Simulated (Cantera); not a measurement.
A Cantera script and its output.

```python
import numpy as np
import cantera as ct

gas = ct.Solution("gri30.yaml")
gas.TPX = 1700, 17000, {'C2H6': 1, 'N2': 71}
reactor = ct.IdealGasConstPressureReactor(gas, energy="off", clone=False)
net = ct.ReactorNet([reactor])
net.rtol, net.atol = 1e-08, 1e-18
show = ['C2H6', 'C2H2', 'C2H', 'CH2', 'CH3']
times = np.geomspace(1e-05, 200, 12)

steps = ct.SolutionArray(gas, extra=["t"])
rows = []
print(f"{'t/s':>10s}{'T/K':>9s}{'P/Pa':>11s}" + "".join(f"{s:>11s}" for s in show))
for t in times:
    while net.time < t:
        t_next = net.step()
        steps.append(gas.state, t=t_next)
    rows.append([np.interp(t, steps.t, y) for y in (steps.T, steps.P, *steps(*show).X.T)])
    print(f"{t:10.3e}{rows[-1][0]:9.1f}{rows[-1][1]:11.4g}" + "".join(f"{x:11.3e}" for x in rows[-1][2:]))
rate = np.gradient(steps.T, steps.t)
print("integrator steps:", len(steps.t))
if steps.T.max() > steps.T[0] + 200:
    print(f"time of steepest temperature rise: {steps.t[rate.argmax()]:.4e} s")
gas.TPX = 1700, 17000, {'C2H6': 1, 'N2': 71}
gas.equilibrate("TP")
print(f"equilibrium (TP): T = {gas.T:.1f} K  " + "  ".join(f"{s} {gas[s].X[0]:.3e}" for s in show))
```

Output:

```
       t/s      T/K       P/Pa       C2H6       C2H2        C2H        CH2        CH3
 1.000e-05   1700.0    1.7e+04  1.336e-02  2.220e-09  3.499e-15  2.428e-07  9.869e-04
 4.610e-05   1700.0    1.7e+04  1.098e-02  8.018e-06  1.704e-09  1.050e-05  3.600e-03
 2.125e-04   1700.0    1.7e+04  1.868e-03  2.344e-03  6.726e-07  2.489e-05  3.677e-03
 9.799e-04   1700.0    1.7e+04  2.217e-05  1.000e-02  6.400e-07  4.058e-06  5.558e-04
 4.518e-03   1700.0    1.7e+04  2.738e-06  1.210e-02  2.559e-07  5.798e-07  1.736e-04
 2.083e-02   1700.0    1.7e+04  7.243e-07  1.244e-02  1.431e-07  1.656e-07  8.421e-05
 9.602e-02   1700.0    1.7e+04  3.342e-07  1.276e-02  1.417e-07  1.114e-07  5.729e-05
 4.427e-01   1700.0    1.7e+04  5.717e-08  1.321e-02  1.545e-07  5.065e-08  2.396e-05
 2.041e+00   1700.0    1.7e+04  3.562e-09  1.343e-02  1.627e-07  1.339e-08  6.015e-06
 9.410e+00   1700.0    1.7e+04  1.782e-10  1.348e-02  1.646e-07  2.979e-09  1.321e-06
 4.338e+01   1700.0    1.7e+04  2.839e-11  1.349e-02  1.649e-07  1.051e-09  4.655e-07
 2.000e+02   1700.0    1.7e+04  2.559e-11  1.348e-02  1.648e-07  9.795e-10  4.337e-07
integrator steps: 1465
equilibrium (TP): T = 1700.0 K  C2H6 4.024e-12  C2H2 1.752e-03  C2H 2.141e-08  CH2 4.015e-10  CH3 1.777e-07
```

Model: GRI-Mech 3.0 (53 species, 325 reactions), integrated in Cantera. GRI-Mech 3.0 stops at C3 and has no aromatics, soot or wall deposition, so with more carbon than oxygen in the feed, carbon stays in small species such as C2H2 where larger ones or solid carbon would form.
